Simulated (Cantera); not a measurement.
What does this Cantera script print?

```python
import numpy as np
import cantera as ct

gas_names = """
    B BH BH2 BH3 BN BO BO2 B2 B2O B2O2 B2O3 B3O3H3 H HBO HBO2 HNO HNO2 HNO3 HO2 H2 H2O H2O2 H3B3O6 N NH
    NH2 NH3 NH2OH NO NO2 NO3 N2 N2H2 N2H4 N2O O OH O2 O3
""".split()
cond_names = """
    B(b) B(L) BN(s) B2O3(L) B3O3H3(cr) H2O(s) H2O(L)
""".split()


# ... load() reads the species with a 1 bar reference pressure and builds the phases ...
atoms = {
    'B2O3': {'B': 2, 'O': 3},
    'H2': {'H': 2},
    'NH3': {'N': 1, 'H': 3},
}
top_T = {'BN(s)': 3200}  # K; cautious upper limits of use, not melting points


# ... equilibrate(T, P, feed) seeds the gas with the atoms and calls Mixture.equilibrate('TP', solver="vcs", rtol=1e-11, max_steps=5000) ...
results = []
feed = {'B2O3': 1, 'H2': 50, 'NH3': 3.1}  # mol
T = 1225  # K
P = 1000  # Pa
mix = equilibrate(T, P, feed)
results.append((T, P, feed, dict(zip(mix.species_names, mix.species_moles))))
print(gas.report(threshold=0.0001))
for i in range(1, mix.n_phases):
    print(f"{mix.phase(i).name:16s} {mix.phase_moles(i):12.5e} mol")
```

It prints:

```
       temperature   1225 K
          pressure   1000 Pa
           density   0.00026987 kg/m^3
  mean mol. weight   2.7487 kg/kmol
   phase of matter   gas

                          1 kg             1 kmol
                     ---------------   ---------------
          enthalpy        9.9478e+06        2.7343e+07  J
   internal energy        6.2423e+06        1.7158e+07  J
           entropy             77727        2.1365e+05  J/K
    Gibbs function       -8.5268e+07       -2.3437e+08  J
 heat capacity c_p             11383             31289  J/K
 heat capacity c_v            8358.3             22974  J/K

                      mass frac. Y      mole frac. X     chem. pot. / RT
                     ---------------   ---------------   ---------------
              HBO2          0.004429        0.00027784           -100.81
                H2           0.71274           0.97177           -22.667
               H2O          0.003644        0.00055599           -61.379
                N2            0.2788          0.027356           -33.616
     [  +35 minor]        0.00038676        3.8069e-05

B(b)              0.00000e+00 mol
BN(s)             2.54216e-02 mol
B2O3(L)           9.78446e-01 mol
B3O3H3(cr)        0.00000e+00 mol
```

Equilibrium computed with Cantera from the NASA thermochemical tables; the gas is ideal and each condensed phase is pure. Mutual solubility and eutectic melting of coexisting phases are not modelled.
